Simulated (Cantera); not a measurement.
A Cantera script and what it prints.

```python
import numpy as np
import cantera as ct

gas_names = [...]  # 92 gases of nasa_gas.yaml made of C, H, N
cond_names = """
    C(gr) C6H6(L) C7H8(L) C8H18(L),n-octa
""".split()


# ... load() reads the species with a 1 bar reference pressure and builds the phases ...
atoms = {
    'CH4': {'C': 1, 'H': 4},
    'NH3': {'N': 1, 'H': 3},
}
top_T = {'C(gr)': 4500}  # K; cautious upper limits of use, not melting points


# ... equilibrate(T, P, feed) seeds the gas with the atoms and calls Mixture.equilibrate('TP', solver="vcs", rtol=1e-11, max_steps=5000) ...
results = []
feed = {'CH4': 1, 'NH3': 1.7}  # mol
P = 1333.22  # Pa
for T in [698, 848, 998, 1148, 1298, 1448, 1598, 1748, 1898]:
    mix = equilibrate(T, P, feed)
    results.append((T, P, feed, dict(zip(mix.species_names, mix.species_moles))))

top = {s: max(r[3][s] / sum(r[3][g] for g in gas_names) for r in results) for s in gas_names}
cols = sorted((s for s in top if top[s] > 0.0001), key=lambda s: -top[s])[:7]
seen = [c for c in cond_names if any(r[3].get(c, 0) > 1e-12 for r in results)]
print("log10 of partial pressures in bar; condensed amounts in mol")
print(f"{'T/K':>10s}" + "".join(f"{s[:9]:>10s}" for s in cols + seen))
for T, P, feed, n in results:
    ng = sum(n[g] for g in gas_names)
    print(f"{T:10.4g}" + "".join(f"{np.log10(max(n[s] / ng * P / 1e5, 1e-99)):10.3f}" for s in cols)
          + "".join(f"{n.get(c, 0):10.4g}" for c in seen))
```

Result:

```
log10 of partial pressures in bar; condensed amounts in mol
       T/K        H2        N2       CH4         H       HCN C2H2,acet       HNC     C(gr)
       698    -1.993    -2.649    -3.037   -14.641   -10.627   -16.042   -14.827    0.6523
       848    -1.953    -2.675    -4.100   -11.697    -8.848   -13.006   -12.247     0.968
       998    -1.950    -2.678    -4.911    -9.642    -7.613   -10.916   -10.450     0.995
      1148    -1.950    -2.678    -5.523    -8.120    -6.703    -9.380    -9.125    0.9987
      1298    -1.950    -2.678    -5.998    -6.945    -6.006    -8.203    -8.108    0.9992
      1448    -1.950    -2.678    -6.376    -6.010    -5.455    -7.273    -7.304    0.9983
      1598    -1.950    -2.679    -6.683    -5.249    -5.009    -6.520    -6.652    0.9956
      1748    -1.951    -2.681    -6.938    -4.617    -4.641    -5.898    -6.114    0.9894
      1898    -1.954    -2.684    -7.155    -4.084    -4.334    -5.378    -5.664    0.9769
```

Cantera equilibrium calculation (NASA polynomials, part measured and part estimated; ideal gas, pure solids and liquids).
